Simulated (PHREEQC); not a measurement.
Consider water at 25 °C with 29 mmol/kgw NH3, 0.28 mmol/kgw H4SiO4 and 130 mmol/kgw K3PO4. Closed to the air; pH follows from the charge balance.

The numbers come from PHREEQC with the ion-association model, wateq4f.dat.

Each row changes one thing in this solution. No solid was allowed to form.

| case | pH | ionic strength (mol/kgw) | PO4-3 (mol/kgw) | HPO4-2 (mol/kgw) | KHPO4- (mol/kgw) | H3SiO4- (mol/kgw) | SI of Quartz (SiO2) |
|---|---|---|---|---|---|---|---|
| as made | 12.15 | 0.728 | 0.106 | 0.0208 | 0.00272 | 0.000216 | -2.20 |
| temperature from 25 to 80 °C | 11.13 | 0.656 | 0.0736 | 0.0507 | 0.00574 | 0.000198 | ? |
| diluted 100-fold with water | 11.05 | ? | 8.92e-5 | ? | 6.70e-6 | 2.63e-6 | -2.85 |
| temperature from 25 to 70 °C | ? | ? | 0.0792 | 0.0455 | 0.00532 | 0.000198 | -2.48 |
| temperature from 25 to 85 °C | 11.05 | 0.650 | 0.0710 | 0.0531 | 0.00592 | 0.000198 | -2.53 |

Task: What belongs in the gaps?

Result: 
- temperature from 25 to 80 °C, SI of Quartz (SiO2): -2.52
- diluted 100-fold with water, ionic strength (mol/kgw): 0.00537
- diluted 100-fold with water, HPO4-2 (mol/kgw): 0.00120
- temperature from 25 to 70 °C, pH: 11.29
- temperature from 25 to 70 °C, ionic strength (mol/kgw): 0.668

The ionic strength passes 0.7 mol/kgw, the rough limit of the ion-association models, in as made. H3PO4, which wateq4f.dat lacks, is added to it with the constant of phreeqc.dat. At this temperature some constants are extrapolated from 25 °C, and those without enthalpy data are left unchanged.
